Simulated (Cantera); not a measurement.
Mixture: 4.29 % CO, 5.15 % H2, 1.16 % CH4, 16.0 % O2, 73.4 % N2, equivalence ratio 0.44, at 383 Torr, adiabatic and at constant volume. Ignition delay is the time to a rise of 400 K.

Cantera simulation using GRI-Mech 3.0 (53 species, 325 reactions); the numbers are that mechanism's predictions, not measurements. Where the delays flatten at high temperature, the 400 K rule measures the pace of heat release, not the induction time.

**Question.** Predict: delay at 1150 K; delay at 1350 K; delay at 1550 K; delay at 1750 K.

**Answer.** 
| Quantity | Value |
|---|---|
| delay at 1150 K | 0.282 ms |
| delay at 1350 K | 0.130 ms |
| delay at 1550 K | 0.103 ms |
| delay at 1750 K | 0.117 ms |
